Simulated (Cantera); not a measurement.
Mixture: CH3OH : O2 : N2 : H2O = 1 : 1.81 : 6.8 : 1.4 (molar parts), equivalence ratio 0.83, at 700000 Pa, adiabatic and at constant pressure. Ignition delay is the time to a rise of 400 K.

Cantera simulation using GRI-Mech 3.0 (53 species, 325 reactions); the numbers are that mechanism's predictions, not measurements. GRI-Mech 3.0 was tuned for natural gas; its chemistry of methanol as a main component is partial and can be far from experiment.

Q: What does this change do: N2 6.8 to 16 parts?

A: 
```
quantity                                                before       after
--------------------------------------------------  ----------  ----------
delay at 1025 K                                        54.2 ms     73.0 ms
delay at 1175 K                                        2.55 ms     3.48 ms
delay at 1325 K                                       0.246 ms    0.356 ms
delay at 1475 K                                        42.1 µs     66.8 µs
apparent activation energy between 1400 and 1550 K  180 kJ/mol  170 kJ/mol
```

Q: What does this change do: pressure from 700000 Pa to 2400000 Pa?

A: 
| quantity | before | after |
|---|---|---|
| delay at 1025 K | 54.2 ms | 24.6 ms |
| delay at 1175 K | 2.55 ms | 1.13 ms |
| delay at 1325 K | 0.246 ms | 0.104 ms |
| delay at 1475 K | 42.1 µs | 16.9 µs |
| apparent activation energy between 1400 and 1550 K | 180 kJ/mol | 190 kJ/mol |
The pressure lies above the range GRI-Mech 3.0 was tuned for (to about 10 atm).
